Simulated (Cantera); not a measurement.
Low-pressure radical oxidation in H2/O2

An isothermal, constant-pressure homogeneous reactor starts with H2 : O2 : N2 = 0.012 : 1 : 1.6 (molar parts), equivalence ratio 0.0060, at 925 K and 10.00 Torr.

Cantera simulation using GRI-Mech 3.0 (53 species, 325 reactions); the numbers are that mechanism's predictions, not measurements. Radical loss at walls, strong at low pressure, is not modelled. Below about 950 K walls govern HO2 and H2O2 in real vessels.

| t (s) | x H2 | x O2 | x H2O | x HO2 | x NO | x H | x NO2 |
|---|---|---|---|---|---|---|---|
| 0.000600 | 0.00459 | 0.383 | <1e-12 | 1.13e-12 | <1e-12 | <1e-12 | <1e-12 |
| 0.00130 | 0.00459 | 0.383 | <1e-12 | 2.46e-12 | <1e-12 | 1.29e-12 | <1e-12 |
| 0.00281 | 0.00459 | 0.383 | 3.41e-12 | 5.44e-12 | <1e-12 | 2.55e-12 | <1e-12 |
| 0.00610 | 0.00459 | 0.383 | 2.46e-11 | 1.24e-11 | <1e-12 | 7.66e-12 | <1e-12 |
| 0.0132 | 0.00459 | 0.383 | 3.14e-10 | 3.64e-11 | <1e-12 | 6.22e-11 | <1e-12 |
| 0.0286 | 0.00459 | 0.383 | 2.82e-8 | 1.09e-9 | <1e-12 | 5.08e-9 | <1e-12 |
| 0.0619 | 0.00421 | 0.383 | 0.000307 | 1.82e-6 | 2.36e-12 | 6.47e-5 | <1e-12 |
| 0.134 | 0.000104 | 0.381 | 0.00435 | 1.53e-6 | 2.98e-9 | 0.000163 | <1e-12 |
| 0.291 | 1.22e-5 | 0.381 | 0.00456 | 6.79e-7 | 3.54e-9 | 1.80e-5 | 2.30e-12 |
| 0.629 | 2.68e-6 | 0.381 | 0.00459 | 3.40e-7 | 3.59e-9 | 2.54e-6 | 5.14e-12 |
| 1.36 | 6.41e-7 | 0.381 | 0.00460 | 1.55e-7 | 3.59e-9 | 3.23e-7 | 1.05e-11 |
| 2.95 | 1.48e-7 | 0.381 | 0.00460 | 6.16e-8 | 3.59e-9 | 3.91e-8 | 1.82e-11 |
| 6.39 | 3.26e-8 | 0.381 | 0.00460 | 2.19e-8 | 3.58e-9 | 4.96e-9 | 2.59e-11 |
| 13.9 | 7.12e-9 | 0.381 | 0.00460 | 7.46e-9 | 3.58e-9 | 7.22e-10 | 3.05e-11 |
| 30.0 | 1.66e-9 | 0.381 | 0.00460 | 2.61e-9 | 3.58e-9 | 1.26e-10 | 3.13e-11 |
x: mole fraction; the columns are a selection and need not sum to one.

Equilibrium at this temperature and pressure: H2 <1e-12, O2 0.381, H2O 0.00460, HO2 2.90e-11, NO 1.53e-5, H <1e-12, NO2 2.25e-7 (gas phase only).
